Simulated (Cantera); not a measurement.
Feed: 1 mol c-C4F8, 0.046 mol CH4, 0.46 mol H2, held at 1875 °C and 1.60 Pa.

Method: chemical equilibrium by Gibbs-energy minimisation in Cantera with the NASA 1993 tables (ideal gas, pure condensed phases). Candidate condensed phases: C, C6H6, C7H8, C8H18; 95 gas species. The feed counts by its element totals alone. Rates play no part.

Base state: F 0.830, HF 0.141, CF2 0.0217, CF 0.00759, H 0.000133, C3 5.15e-5, C 3.71e-5, CF3 1.44e-5 (mole fractions); condensed: C(graphite).

**Question.** What changes in the equilibrium state with this change: pressure from 1.60 Pa to 1.10 mbar?

**Answer.** 
```csv
species,before,after
F,0.830,0.377
CF2,0.0217,0.308
HF,0.141,0.218
CF4,6.19e-6,0.0862
CF3,1.44e-5,0.00643
C3,5.15e-5,7.49e-7
"C(graphite), mol",3.82,2.00
```
Gases not in the tables: C2F6 and larger saturated fluorocarbons.

**Question.** What changes in the equilibrium state with this change: 0.027 mol Cl2 added?

**Answer.** 
```
species             before     after
----------------  --------  --------
F                    0.830     0.824
HF                   0.141     0.140
CF2                 0.0217    0.0214
Cl                       0   0.00685
CF3                1.44e-5   1.42e-5
CF                 0.00759   0.00754
H                 0.000133  0.000133
C3                 5.15e-5   5.15e-5
C(graphite), mol      3.82      3.82
```
